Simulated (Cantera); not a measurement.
MgO + HCl (oxide etching and cleaning by halides)

A closed system holds: 1 mol MgO, 85 mol HCl, at 713 Torr.

Cantera equilibrium calculation (NASA polynomials, part measured and part estimated; ideal gas, pure solids and liquids). Candidate condensed phases: H₂O, Mg, MgCl₂, MgO, Mg(OH)₂; 22 gas species. Condensed phases not in the tables: MgOHCl. Rates play no part.

From 875 K to 950 K the condensed part is MgCl₂(s). From 1025 K to 1175 K the condensed part is MgCl₂(l). From 1250 K to 1550 K nothing is condensed. The main Mg-bearing gas is MgCl₂ throughout.

```
T (K)  log p HCl  log p H₂O  log p MgCl₂  log p Cl  log p H₂  log p Cl₂  log p H  n MgCl₂(s)  n MgCl₂(l)
-----  ---------  ---------  -----------  --------  --------  ---------  -------  ----------  ----------
875        -0.03      -1.95        -5.46     -7.34     -5.99      -6.00     <-12       1.000           0
950        -0.03      -1.95        -4.34     -6.53     -5.54      -5.56     <-12       0.996           0
1025       -0.03      -1.95        -3.48     -5.85     -5.15      -5.19   -10.94           0       0.970
1100       -0.03      -1.95        -2.81     -5.26     -4.80      -4.89    -9.99           0       0.864
1175       -0.03      -1.95        -2.24     -4.76     -4.49      -4.63    -9.16           0       0.493
1250       -0.03      -1.95        -1.95     -4.32     -4.20      -4.41    -8.42           0           0
1325       -0.03      -1.95        -1.95     -3.93     -3.93      -4.24    -7.75           0           0
1400       -0.03      -1.95        -1.95     -3.59     -3.68      -4.09    -7.15           0           0
1475       -0.03      -1.95        -1.95     -3.29     -3.44      -3.97    -6.61           0           0
1550       -0.03      -1.95        -1.95     -3.02     -3.22      -3.87    -6.11           0           0
```
log p: log10 of the partial pressure in bar; n: condensed amount in mol.
